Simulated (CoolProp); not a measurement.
Carbonyl sulfide along the isotherm 620 K: Z from the reference equation and from simpler models built on Tc = 378.8 K, pc = 6.369 MPa, ω = 0.098; each cubic takes its own stable root.

Values from CoolProp's reference Helmholtz-energy equation of state, Lemmon 2006. It is a short technical equation, of lower accuracy than the large ones.

| p (MPa) | phase | reference |
|---|---|---|
| 6.25 | gas | 0.9428 |
| 12.5 | supercritical | 0.8977 |
| 18.8 | supercritical | 0.8708 |
| 25 | supercritical | 0.8662 |
| 31.2 | supercritical | 0.8824 |
| 37.5 | supercritical | 0.9152 |
| 43.8 | supercritical | 0.9591 |
| 50 | supercritical | 1.009 |

Q: How far does each simpler model (Redlich-Kwong, Peng-Robinson) lie from the reference over these 8 states: mean and median of the absolute difference, and the worst?

A: 
- Redlich-Kwong: mean 0.6 %, median 0.5 %, worst -1.4 % at 620 K and 12.5 MPa
- Peng-Robinson: mean 0.7 %, median 0.7 %, worst -1.7 % at 620 K and 50 MPa
